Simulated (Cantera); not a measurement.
# Adiabatic ignition

An adiabatic, constant-volume homogeneous reactor starts with CO : H₂ : O₂ : N₂ : H₂O = 1 : 1.2 : 1.53 : 5.19 : 1.8 (molar parts), at 1625 K and 51000 Pa.

Detailed kinetics in Cantera: GRI-Mech 3.0 (53 species, 325 reactions).

```csv
t (s),T (K),P (bar),x CO,x H₂,x O₂,x HO₂,x NO
7.00e-6,1625,0.510,0.0933,0.112,0.143,1.64e-6,<1e-12
1.61e-5,1626,0.510,0.0931,0.109,0.141,2.76e-5,9.14e-11
3.70e-5,1839,0.571,0.0626,0.0290,0.0794,2.21e-5,3.03e-6
8.49e-5,2210,0.670,0.0388,0.0289,0.0649,1.13e-5,2.24e-5
0.000195,2535,0.751,0.0334,0.0204,0.0588,9.34e-6,0.000140
0.000448,2665,0.782,0.0292,0.0165,0.0556,1.20e-5,0.000706
0.00103,2667,0.782,0.0290,0.0164,0.0549,1.20e-5,0.00209
0.00237,2664,0.781,0.0290,0.0164,0.0537,1.17e-5,0.00486
0.00544,2660,0.779,0.0289,0.0164,0.0519,1.13e-5,0.00888
0.0125,2657,0.778,0.0289,0.0164,0.0508,1.11e-5,0.0115
0.0287,2656,0.778,0.0289,0.0164,0.0506,1.10e-5,0.0118
0.0660,2656,0.778,0.0289,0.0164,0.0506,1.10e-5,0.0118
0.152,2656,0.778,0.0289,0.0164,0.0506,1.10e-5,0.0118
0.348,2656,0.778,0.0289,0.0164,0.0506,1.10e-5,0.0118
0.800,2656,0.778,0.0289,0.0164,0.0506,1.10e-5,0.0118
```
x: mole fraction; the columns are a selection and need not sum to one.

```
Item                                                               Value
---------------------------------  -------------------------------------
time of steepest temperature rise                                27.2 µs
temperature at 0.800 s                                            2656 K
equilibrium temperature                                           2656 K
x(CO) at 0.800 s                   0.0289 (gas-phase equilibrium 0.0289)
x(H₂) at 0.800 s                   0.0164 (gas-phase equilibrium 0.0164)
x(O₂) at 0.800 s                   0.0506 (gas-phase equilibrium 0.0506)
```
